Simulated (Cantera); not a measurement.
Gas-phase reforming

An isothermal, constant-pressure homogeneous reactor starts with CH4 : H2O : H2 = 1 : 4.8 : 0.1 (molar parts), at 1225 K and 4.93 atm.

Computed with Cantera and GRI-Mech 3.0 (53 species, 325 reactions).

```tsv
t (s)	x CH4	x H2O	x H2	x C2H2	x HCO	x CO2
4.00e-5	0.169	0.814	0.0169	<1e-12	<1e-12	<1e-12
0.000131	0.169	0.814	0.0169	<1e-12	<1e-12	<1e-12
0.000429	0.169	0.814	0.0169	<1e-12	<1e-12	<1e-12
0.00141	0.169	0.814	0.0169	<1e-12	<1e-12	<1e-12
0.00461	0.169	0.814	0.0170	6.49e-12	<1e-12	<1e-12
0.0151	0.169	0.814	0.0170	1.56e-10	<1e-12	<1e-12
0.0494	0.169	0.814	0.0170	3.72e-9	<1e-12	<1e-12
0.162	0.169	0.814	0.0170	1.12e-7	<1e-12	5.69e-11
0.530	0.169	0.813	0.0172	3.47e-6	<1e-12	3.79e-9
1.74	0.169	0.813	0.0178	6.29e-5	<1e-12	1.14e-7
5.69	0.166	0.812	0.0203	0.000505	<1e-12	1.92e-6
18.6	0.159	0.808	0.0280	0.00187	<1e-12	3.53e-5
61.1	0.143	0.798	0.0466	0.00366	<1e-12	0.000694
200	0.138	0.781	0.0643	0.00277	1.48e-12	0.00527
```
x: mole fraction; the columns are a selection and need not sum to one.

Equilibrium at this temperature and pressure: CH4 9.63e-5, H2O 0.431, H2 0.443, C2H2 4.13e-12, HCO 2.17e-10, CO2 0.0504 (gas phase only).
